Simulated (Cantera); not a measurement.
An isothermal, constant-pressure homogeneous reactor starts with NH₃ : H₂ = 1 : 13 (molar parts), at 2175 K and 10.00 Torr. Integrator tolerance rtol = 1e-08.

Detailed kinetics in Cantera: the gas-phase N/H chemistry of the illustrative SiF4/NH3 mechanism in the Surface Chemkin manual (1991). Walls and surfaces, which speed up NH3 decomposition in real reactors, are not modelled.

**Question.** What does this change do: NH3 1 to 0.28 parts?

**Answer.** 
| quantity | before | after |
|---|---|---|
| x(NH₃) at 3.00 s | 8.04e-6 (gas-phase equilibrium 3.30e-8) | 4.06e-6 (gas-phase equilibrium 1.90e-8) |
| x(H₂) at 3.00 s | 0.938 (gas-phase equilibrium 0.926) | 0.957 (gas-phase equilibrium 0.948) |
| x(N₂) at 3.00 s | 0.0329 (gas-phase equilibrium 0.0327) | 0.0102 (gas-phase equilibrium 0.0101) |
| x(N) at 3.00 s | 1.15e-6 (gas-phase equilibrium 1.44e-8) | 8.12e-7 (gas-phase equilibrium 7.99e-9) |
| x(NH₂) at 3.00 s | 7.54e-7 (gas-phase equilibrium 4.49e-9) | 4.26e-7 (gas-phase equilibrium 2.56e-9) |
| x(NH) at 3.00 s | 5.95e-7 (gas-phase equilibrium 5.13e-9) | 3.76e-7 (gas-phase equilibrium 2.89e-9) |
| x(H) at 3.00 s | 0.0286 (gas-phase equilibrium 0.0410) | 0.0327 (gas-phase equilibrium 0.0414) |
